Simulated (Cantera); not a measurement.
Charge: 1 mol V, 1.7 mol N2O, 31 mol H2, held at 28.5 Torr.

Cantera equilibrium calculation (NASA polynomials, part measured and part estimated; ideal gas, pure solids and liquids). Candidate condensed phases: H2O, V, VN, VO, V2O3, V2O4, V2O5; 28 gas species. Condensed phases not in the tables: the oxides between V2O3 and V2O5 other than VO2. Rates play no part.

At 1298 K, list the 3 most abundant gas species with their mole fractions, and the condensed phases.

H2 0.942, N2 0.0520, H2O 0.00612. Condensed: V2O3(s).
